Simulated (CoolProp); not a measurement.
Sulfur dioxide at 399.18 K and 0.418 MPa is compressed adiabatically to 1.15 MPa with isentropic efficiency 0.9. Each further row changes one setting.

Values from CoolProp's reference Helmholtz-energy equation of state, Gao 2016.

```json
[
 {"case": "as stated", "work (kJ/kg)": "62.4", "final temperature (K)": "492.6", "final density (kg/m³)": "18.6"},
 {"case": "efficiency 1", "work (kJ/kg)": "56.2", "final temperature (K)": "484.3", "final density (kg/m³)": "18.9"},
 {"case": "efficiency 0.65", "work (kJ/kg)": "86.5", "final temperature (K)": "524.1", "final density (kg/m³)": "17.3"}
]
```
